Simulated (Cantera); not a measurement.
A diamond (100) surface in a fixed gas of H2 with x(CH4) = 0.014, x(H) = 0.0003, at 1200 K, 29000 Pa; coverages are run to steady state.

Model: the Harris–Goodwin 1993 mechanism for the reconstructed diamond (100) surface, integrated in Cantera.

θ: site fractions in the mechanism's names (c6HH fully hydrogenated, c6H* and c6*H radical sites, c6** diradical, c6HM methylated).

```csv
x(CH3),growth (µm/h),θ c6HH,θ c6H*,θ c6*H,θ c6**,θ c6HM
1e-06,0.0335,0.515,0.0342,0.437,0.0133,7.11e-5
2.2e-06,0.0738,0.515,0.0341,0.437,0.0133,0.000156
4.9e-06,0.164,0.515,0.0341,0.437,0.0133,0.000348
1.1e-05,0.368,0.515,0.0341,0.436,0.0133,0.000781
2.4e-05,?,0.514,0.0340,0.436,0.0132,?
5.3e-05,1.75,0.512,0.0339,0.434,0.0130,0.00373
0.00012,3.88,0.508,0.0336,0.430,0.0125,0.00831
0.00026,?,0.500,0.0330,0.422,0.0117,?
0.00057,16.3,0.484,0.0318,0.407,0.0102,0.0361
```

Fill in the missing entries.


- 2.4e-05, growth (µm/h): 0.799
- 2.4e-05, θ c6HM: 0.00170
- 0.00026, growth (µm/h): 8.07
- 0.00026, θ c6HM: 0.0175
